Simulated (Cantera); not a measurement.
A diamond (100) surface in a fixed gas of H2 with x(CH4) = 0.0032, x(H) = 0.00031, x(CH3) = 0.00019, 8.25 Torr; coverages are run to steady state.

Computed with Cantera and the Harris–Goodwin 1993 mechanism for the reconstructed diamond (100) surface.

θ: site fractions in the mechanism's names (c6HH fully hydrogenated, c6H* and c6*H radical sites, c6** diradical, c6HM methylated).

```tsv
T (K)	growth (µm/h)	θ c6HH	θ c6H*	θ c6*H	θ c6**	θ c6HM
925	0.364	0.484	0.00863	0.222	0.00303	0.221
975	0.307	0.534	0.0134	0.295	0.00500	0.114
1025	0.181	0.557	0.0187	0.358	0.00728	0.0403
1075	0.102	0.549	0.0237	0.398	0.00932	0.0118
1125	0.0730	0.532	0.0281	0.421	0.0110	0.00339
1175	0.0664	0.517	0.0322	0.434	0.0122	0.00100
1225	0.0599	0.510	0.0359	0.438	0.0131	0.000306
1275	[?]	0.509	0.0391	0.436	0.0136	[?]
1325	0.0202	0.515	0.0418	0.429	0.0136	3.27e-5
1375	[?]	0.524	0.0441	0.419	0.0132	[?]
```

Question: What belongs in the gaps?

Answer: 
- 1275, growth (µm/h): 0.0412
- 1275, θ c6HM: 9.66e-5
- 1375, growth (µm/h): 0.00811
- 1375, θ c6HM: 1.21e-5
